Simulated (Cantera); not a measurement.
An isothermal, constant-pressure homogeneous reactor starts with 10.9 % H2, 77.9 % O2, 10.1 % N2, 1.09 % H2O, equivalence ratio 0.070, at 1473 K and 0.00120 bar.

Detailed kinetics in Cantera: the H2/O2 subset of GRI-Mech 3.0, which has no nitrogen chemistry. Radical loss at walls, strong at low pressure, is not modelled. The temperature is held fixed by assumption; the heat of reaction is taken as removed at once.

Question: Predict: x(H2) at 200 s; x(O2) at 200 s; x(OH) at 200 s; x(H2O) at 200 s; x(O) at 200 s; x(H) at 200 s.

Answer: 
| Quantity | Result |
|---|---|
| x(H2) at 200 s | 9.50e-6 (gas-phase equilibrium 5.51e-6) |
| x(O2) at 200 s | 0.766 (gas-phase equilibrium 0.766) |
| x(OH) at 200 s | 0.000678 (gas-phase equilibrium 0.000516) |
| x(H2O) at 200 s | 0.126 (gas-phase equilibrium 0.127) |
| x(O) at 200 s | 0.000123 (gas-phase equilibrium 7.10e-5) |
| x(H) at 200 s | 1.96e-6 (gas-phase equilibrium 8.63e-7) |
